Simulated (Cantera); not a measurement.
A freely propagating, adiabatic, planar premixed flame of 9.34 % CH₄, 19.0 % O₂, 71.6 % N₂, equivalence ratio 0.98, unburnt at 300 K and 100.0 Torr; mixture-averaged transport, grid criteria slope 0.08 and curve 0.16, no radiation.

Cantera simulation using GRI-Mech 3.0 (53 species, 325 reactions); the numbers are that mechanism's predictions, not measurements. Burning velocities carry a grid error of a few per cent, more on coarse grids.

Problem. Predict: laminar burning velocity; thermal thickness; peak x(CH₂CO); peak x(C₂H₄).

Solution. 
| Property | Result |
|---|---|
| laminar burning velocity | 61.1 cm/s |
| thermal thickness | 2.36 mm |
| peak x(CH₂CO) | 5.87e-5 |
| peak x(C₂H₄) | 0.000324 |
